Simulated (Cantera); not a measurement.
Source: NASA polynomial tables (part measured, part estimated), evaluated in Cantera. Values are per mole of reaction as written; species without (g) are pure solids or liquids, kept so even where they would boil at 1 bar.

2 Cl(g) + Sr = SrCl2

```tsv
T (K)	ΔH° (kJ)	ΔS° (J/K)	ΔG° (kJ)	log10 K	condensed phases
300	-1071.5	-270.5	-990.3	172.42	Sr(s), SrCl2(s)
625	-1069.2	-265.6	-903.2	75.48	Sr(s), SrCl2(s)
725	(withheld)	(withheld)	(withheld)	(withheld)	Sr(s), SrCl2(s)
825	(withheld)	(withheld)	(withheld)	(withheld)	Sr(s), SrCl2(s)
925	(withheld)	(withheld)	(withheld)	(withheld)	Sr(s), SrCl2(s)
1025	-1056.3	-251.7	-798.4	40.68	Sr(s), SrCl2(s)
1125	-1060.0	-255.4	-772.8	35.88	Sr(l), SrCl2(s)
1225	-1041.1	-238.9	-748.5	31.91	Sr(l), SrCl2(l)
1325	-1038.7	-237.0	-724.7	28.57	Sr(l), SrCl2(l)
1425	-1036.3	-235.3	-701.0	25.70	Sr(l), SrCl2(l)
1525	-1033.9	-233.6	-677.6	23.21	Sr(l), SrCl2(l)
```

Problem. Complete the blanks.

Solution. 
- 725, ΔH° (kJ): -1068.2
- 725, ΔS° (J/K): -264.1
- 725, ΔG° (kJ): -876.7
- 725, log10 K: 63.16
- 825, ΔH° (kJ): -1067.6
- 825, ΔS° (J/K): -263.3
- 825, ΔG° (kJ): -850.4
- 825, log10 K: 53.84
- 925, ΔH° (kJ): -1065.6
- 925, ΔS° (J/K): -261.0
- 925, ΔG° (kJ): -824.2
- 925, log10 K: 46.54
